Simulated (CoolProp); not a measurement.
A closed Brayton cycle with nitrogen: compressor inlet 321.15 K and 5.9 MPa, high pressure 14.4 MPa, turbine inlet 810 K, compressor efficiency 0.85, turbine efficiency 0.85, recuperator effectiveness 0.95 (on enthalpy, no pinch check). Each further row changes one setting.

Model: reference Helmholtz-energy equation of state, Span 2000, in CoolProp.

| case | thermal efficiency (%) | net work (kJ/kg) | compressor to turbine work | compressor exit (K) | turbine exit (K) |
|---|---|---|---|---|---|
| as stated | 27.4 | 50.8 | 0.70 | 432.3 | 663.2 |
| turbine inlet 760 K | 23.4 | 40.4 | ? | 432.3 | 620.9 |
| compressor inlet 331.15 K | 25.5 | ? | ? | ? | 663.2 |
| high pressure 12.2 MPa | 29.4 | ? | 0.67 | ? | 688.2 |
| recuperator effectiveness 0.5 | 17.0 | 50.8 | 0.70 | 432.3 | 663.2 |

**Question.** Fill in the missing entries.

**Answer.** 
- turbine inlet 760 K, compressor to turbine work: 0.74
- compressor inlet 331.15 K, net work (kJ/kg): 46.9
- compressor inlet 331.15 K, compressor to turbine work: 0.72
- compressor inlet 331.15 K, compressor exit (K): 445.6
- high pressure 12.2 MPa, net work (kJ/kg): 46.8
- high pressure 12.2 MPa, compressor exit (K): 409.4
